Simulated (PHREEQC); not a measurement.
Acid rinse or clean

A solution holds 0.0018 mol/kgw HBr, 0.00176 mol/kgw CaCl2 and 0.00015 mol/kgw MgCl2, at 25 °C. Closed to the air; pH follows from the charge balance.

Model: ion-association model, phreeqc.dat, run in PHREEQC.

No solid was allowed to form.

Estimate the pH, specific conductance.

pH 2.78; specific conductance 1190 µS/cm.

Species that the database lacks are ignored.
